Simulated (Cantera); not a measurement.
A perfectly stirred reactor is fed with H2 : O2 : N2 : H2O = 1 : 0.278 : 1.04 : 0.13 (molar parts), equivalence ratio 1.8, at 1.00 atm; it is adiabatic with a 700 K inlet, and is followed from long to short residence time, starting on the burning branch (τ in s: 0.046, 0.018, 0.0069, 0.0027, 0.001, 0.00041, 0.00016, 6.2e-05, 2.4e-05, 9.3e-06).

Model: GRI-Mech 3.0 (53 species, 325 reactions), integrated in Cantera.

One state of this run: T (K) = 1909; x H2 = 0.179; x O2 = 0.00249; x H2O = 0.289; x NO = 1.77e-5; x H2O2 = 3.52e-7; x NO2 = 2.47e-10; x N2O = 7.51e-9. x: mole fraction; the columns are a selection and need not sum to one.

Problem. Which value of τ (s) does it belong to?
A. 0.0027
B. 0.00016
C. 0.046
D. 6.2e-5

Solution. B, 0.00016
